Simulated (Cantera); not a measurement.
Feed: 1 mol Si3N4, 3.1 mol N2, 0.025 mol Si, held at 2450 °C and 13.3 mbar.

These are equilibrium values from Cantera (NASA tables, ideal gas, pure condensed phases), not measurements of a reactor. Candidate condensed phases: Si, Si3N4; 7 gas species. The tables' values for SiN are old estimates; treat these amounts as uncertain. The numbers say what is thermodynamically allowed, not how fast it happens.

Base state: N2 0.629, Si 0.365, Si2 0.00291, SiN 0.00247, Si2N 0.000423, Si3 0.000103, N 1.34e-5 (mole fractions); condensed: gas only.

**Question.** What changes in the equilibrium state with this change: N2 from 3.1 to 0.014 mol?

**Answer.** 
```
species    before     after
-------  --------  --------
Si          0.365     0.586
N2          0.629     0.402
Si2       0.00291   0.00752
Si3      0.000103  0.000428
Si2N     0.000423  0.000872
SiN       0.00247   0.00318
N         1.34e-5   1.07e-5
```

**Question.** What changes in the equilibrium state with this change: pressure from 13.3 mbar to 0.290 bar?

**Answer.** 
| species | before | after |
|---|---|---|
| N2 | 0.629 | 0.916 |
| Si | 0.365 | 0.0756 |
| SiN | 0.00247 | 0.00288 |
| Si2N | 0.000423 | 0.00222 |
| Si3 | 0.000103 | 0.000434 |
| N | 1.34e-5 | 3.46e-6 |
| Si(l), mol | 0 | 2.53 |
